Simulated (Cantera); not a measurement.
A freely propagating, adiabatic, planar premixed flame of CO : H₂ : O₂ : N₂ = 1 : 0.037 : 0.656 : 1.64 (molar parts), equivalence ratio 0.79, unburnt at 500 K and 300 Torr; mixture-averaged transport, grid criteria slope 0.08 and curve 0.16, no radiation.

Detailed kinetics in Cantera: GRI-Mech 3.0 (53 species, 325 reactions). Burning velocities carry a grid error of a few per cent, more on coarse grids.

Q: How do the results move with these cheaper or finer settings: unity-Lewis-number transport; multicomponent transport; multicomponent+Soret transport; grid criteria slope 0.5, curve 1; grid criteria slope 0.25, curve 0.5; grid criteria slope 0.03, curve 0.06?

A: 
```
setting                               laminar burning velocity  thermal thickness  peak x(HO₂)  peak x(OH)  grid points
------------------------------------  ------------------------  -----------------  -----------  ----------  -----------
as above                                             96.4 cm/s            2.64 mm     0.000161     0.00475          136
unity-Lewis-number transport                         70.0 cm/s            2.15 mm      7.91e-5     0.00480          124
multicomponent transport                             95.9 cm/s            2.64 mm     0.000161     0.00475          136
multicomponent+Soret transport                       91.2 cm/s            2.65 mm     0.000157     0.00471          136
grid criteria slope 0.5, curve 1                      106 cm/s            3.40 mm     0.000135     0.00484           33
grid criteria slope 0.25, curve 0.5                  98.5 cm/s            2.87 mm     0.000152     0.00474           58
grid criteria slope 0.03, curve 0.06                 95.7 cm/s            2.58 mm     0.000164     0.00476          313
```
The base run took around 11 core-seconds (rough).
Unity Lewis numbers drop preferential diffusion, which matters most where H2 and H carry the flame; Soret adds thermal diffusion.
